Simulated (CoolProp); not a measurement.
Dimethyl ether along the isotherm 525 K: Z from the reference equation and from simpler models built on Tc = 400.4 K, pc = 53.37 bar, ω = 0.196; each cubic takes its own stable root.

The numbers come from the reference Helmholtz-energy equation of state, Wu 2011 in CoolProp.

```csv
p (bar),phase,reference
1.78,gas,0.9949
3.56,gas,0.9899
5.34,gas,0.9849
7.12,gas,0.9799
8.89,gas,0.9749
10.7,gas,0.9699
12.5,gas,0.9649
14.2,gas,0.9602
16,gas,0.9552
17.8,gas,0.9502
19.6,gas,0.9453
21.3,gas,0.9406
23.1,gas,0.9357
24.9,gas,0.9308
26.7,gas,0.9259
```

Task: How far does each simpler model (van der Waals, Redlich-Kwong) lie from the reference over these 15 states: mean and median of the absolute difference, and the worst?

Result: 
- van der Waals: mean 0.2 %, median 0.1 %, worst -0.5 % at 525 K and 26.7 bar
- Redlich-Kwong: mean 0.1 %, median 0.1 %, worst -0.2 % at 525 K and 26.7 bar
